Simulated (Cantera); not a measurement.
Source: NASA polynomial tables (part measured, part estimated), evaluated in Cantera. Values are per mole of reaction as written; species without (g) are pure solids or liquids, kept so even where they would boil at 1 bar.

9 NiS2 + 6 CH3(g) = C6H6(g) + 6 H2S(g) + 3 Ni3S4, with ΔH° = -642.6 kJ and ΔS° = 251.0 J/K at 300 K.

Q: How far is the shortcut ΔG° ≈ ΔH°(300 K) − T·ΔS°(300 K) from the full temperature-dependent value at 350, 400, 450, 500, 550 K?

A: 
| T (K) | shortcut (kJ) | full (kJ) | difference (kJ) | difference in log10 K |
|---|---|---|---|---|
| 350 | -730.5 | -730.2 | -0.3 | 0.05 |
| 400 | -743.0 | -741.9 | -1.1 | 0.14 |
| 450 | -755.6 | -753.5 | -2.1 | 0.24 |
| 500 | -768.1 | -764.9 | -3.2 | 0.34 |
| 550 | -780.7 | -776.3 | -4.4 | 0.41 |
The shortcut ignores the heat-capacity change of the reaction.
